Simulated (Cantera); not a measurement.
A closed system holds: 1 mol toluene, 0.018 mol NH3, equilibrated at 900 K and 3900 Pa.

Cantera equilibrium calculation (NASA polynomials, part measured and part estimated; ideal gas, pure solids and liquids). Candidate condensed phases: C, C6H6, C7H8, C8H18; 92 gas species. Equilibrium is a limit: real reactors are often held back by kinetics, nucleation or transport.

Base state: H2 0.986, CH4 0.0118, N2 0.00226 (mole fractions); condensed: C(graphite).

### Question
What changes in the equilibrium state with this change: NH3 from 0.018 to 0.32 mol?

### Answer
| species | before | after |
|---|---|---|
| H2 | 0.986 | 0.954 |
| N2 | 0.00226 | 0.0349 |
| CH4 | 0.0118 | 0.0111 |
| C(graphite), mol | 6.95 | 6.95 |
